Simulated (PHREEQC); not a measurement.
1.4 g of hydrous ferric oxide (600 m²/g; 0.2 weak and 0.005 strong sites per Fe, Dzombak-Morel constants, diffuse double layer) in 1 kg of water with 0.1 mol/kgw of an inert sodium salt and 5.8e-06 mol Na2SO4, at 25 °C; the pH is set by adding NaOH or the inert anion's acid. Oxygen is held at 0.21 atm. CO2 from the air is kept out. Precipitation was switched off in this run.

The series has 13 steps of pH, from 3 to 9.

The numbers come from PHREEQC with the ion-association model, wateq4f.dat.

Q: Near which pH is half of the S sorbed, and on which side is more sorbed?

A: Near pH 6.6, with more sorbed at lower pH.

Species that the database lacks are ignored. The oxide is taken as insoluble; below pH 4 it would dissolve.
